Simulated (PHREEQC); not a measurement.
A column of 0.5 m (40 cells, dispersivity 0.025 m, 60 s a shift, diffusion coefficient 3e-10 m²/s) holds 0.24 eq of the database's cation exchanger X per kg of pore water, first in equilibrium with 0.0095 mol/kgw (NH4)2SO4, 0.00058 mol/kgw MgSO4 and 1e-05 mol/kgw HCl. It is flushed with 0.095 mol/kgw NaCl, 0.014 mol/kgw MgCl2 and 1e-05 mol/kgw HCl, at 25 °C. Values are for the last cell. The system is closed to CO2. Precipitation was switched off in this run.

Model: ion-association model, phreeqc.dat, run in PHREEQC.

### Question
Predict Na in solution (mol/kgw), S in solution (mol/kgw), Mg in solution (mol/kgw), NH4 in solution (mol/kgw) at pore volumes = 0.2125, 1.613, 2.812, 3.812, 5.812.

### Answer
```tsv
pore volumes	Na in solution (mol/kgw)	S in solution (mol/kgw)	Mg in solution (mol/kgw)	NH4 in solution (mol/kgw)
0.2125	0	0.0101	0.000580	0.0190
1.613	0.0416	0.000445	0.00548	0.0659
2.812	0.0799	1.50e-6	0.00253	0.0380
3.812	0.0926	9.70e-9	0.00201	0.0264
5.812	0.0987	3.50e-13	0.00663	0.0110
```

Complexes and solids missing from the database can't appear.
